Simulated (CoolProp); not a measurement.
Vapour-liquid equilibrium of n-butane (1) + trans-2-butene (2) at 317.7 K; x and y are mole fractions of (1).

Computed with CoolProp (multi-fluid Helmholtz-energy mixture model, Bücker 2006 and Lemmon 2005; pair parameters Bell 2016).

| x | bubble pressure (kPa) | y at the bubble point | dew pressure at overall composition x (kPa) | liquid density (mol/L) |
|---|---|---|---|---|
| 0.05 | 418.4 | 0.054 | 418.2 | 10.19 |
| 0.2 | 423.4 | 0.209 | 423.2 | 10.06 |
| 0.35 | 426.8 | 0.359 | 426.6 | 9.936 |
| 0.5 | 428.8 | 0.505 | 428.8 | 9.817 |
| 0.65 | 429.8 | 0.651 | 429.8 | 9.702 |
| 0.8 | 429.8 | 0.799 | 429.8 | 9.592 |
| 0.95 | 429.2 | 0.949 | 429.2 | 9.485 |

y crosses x between x = 0.65 and 0.8: the model has an azeotrope there.

Pair parameters are fitted to limited data, so mixtures are less certain than the pure fluids.
